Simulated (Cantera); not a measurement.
Feed: 1 mol Si, 0.68 mol Cl₂, 5.4 mol H₂, at 775 K and 19.0 bar.

These are equilibrium values from Cantera (NASA tables, ideal gas, pure condensed phases), not measurements of a reactor. Candidate condensed phases: Si; 19 gas species. Kinetics and transport are ignored.

Base state: H₂ 0.925, SiHCl₃ 0.0438, SiCl₄ 0.0240, SiH₂Cl₂ 0.00618, HCl 0.000328, SiH₃Cl 0.000198 (mole fractions); condensed: Si(s).

### Question
What changes in the equilibrium state with this change: temperature from 775 K to 1598.15 K?

### Answer
```csv
species,before,after
H₂,0.925,0.871
HCl,0.000328,0.0694
SiCl₂,1.10e-7,0.0190
SiHCl₃,0.0438,0.0169
SiCl₄,0.0240,0.00938
H,<1e-9,1.14e-5
SiCl₃,4.30e-6,0.00849
SiH₄,2.95e-6,1.66e-5
SiH₃Cl,0.000198,0.000458
"Si(s), mol",0.580,0.652
```
The tables' values for SiCl₃ are old estimates; treat these amounts as uncertain. Gases not in the tables: Si₂H₆ and higher silanes.

### Question
What changes in the equilibrium state with this change: pressure from 19.0 bar to 0.600 bar?

### Answer
| species | before | after |
|---|---|---|
| H₂ | 0.925 | 0.932 |
| SiCl₄ | 0.0240 | 0.0388 |
| SiHCl₃ | 0.0438 | 0.0266 |
| SiH₃Cl | 0.000198 | 1.69e-5 |
| SiH₂Cl₂ | 0.00618 | 0.00141 |
| SiCl₃ | 4.30e-6 | 1.46e-5 |
| Si(s), mol | 0.580 | 0.619 |
The tables' values for SiCl₃ are old estimates; treat these amounts as uncertain.

### Question
What changes in the equilibrium state with this change: pressure from 19.0 bar to 0.110 bar?

### Answer
```
species       before     after
----------  --------  --------
H₂             0.925     0.934
SiCl₄         0.0240    0.0444
SiHCl₃        0.0438    0.0193
SiH₃Cl      0.000198   4.91e-6
SiH₂Cl₂      0.00618  0.000646
SiCl₃        4.30e-6   2.47e-5
HCl         0.000328   0.00139
Si(s), mol     0.580     0.633
```
The tables' values for SiCl₃ are old estimates; treat these amounts as uncertain.
